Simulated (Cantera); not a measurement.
## Carbon deposition, reforming and gasification: n-butane + O2 + H2

Input: 1 mol n-butane, 0.0084 mol O2, 17 mol H2, held at 18.0 Torr.

Cantera equilibrium calculation (NASA polynomials, part measured and part estimated; ideal gas, pure solids and liquids). Candidate condensed phases: C, C6H6, C7H8, C8H18, H2O; 131 gas species. Ions and electrons are included (thermal ionisation). Rates play no part.

| T (K) | x H | x H2 | x C | x C2H2 (acetylene) | x C3 | n C(graphite) |
|---|---|---|---|---|---|---|
| 2500 | 0.149 | 0.841 | 6.93e-6 | 0.00910 | 2.07e-5 | 3.54 |
| 3000 | 0.603 | 0.350 | 0.00211 | 0.0218 | 0.0130 | 0.600 |
| 3500 | 0.892 | 0.0548 | 0.0278 | 0.000595 | 0.0138 | 0 |
| 4000 | 0.913 | 0.00787 | 0.0741 | 3.46e-6 | 0.000818 | 0 |
| 4500 | 0.915 | 0.00168 | 0.0819 | 1.64e-8 | 1.24e-5 | 0 |
| 5000 | 0.916 | 0.000487 | 0.0827 | 1.97e-10 | 3.53e-7 | 0 |
x: gas mole fraction; n: condensed amount in mol.

From 2500 K to 3000 K the condensed part is C(graphite). From 3500 K to 5000 K nothing is condensed. The main C-bearing gas is C2H2 (acetylene) at 2500 K and C at 5000 K.
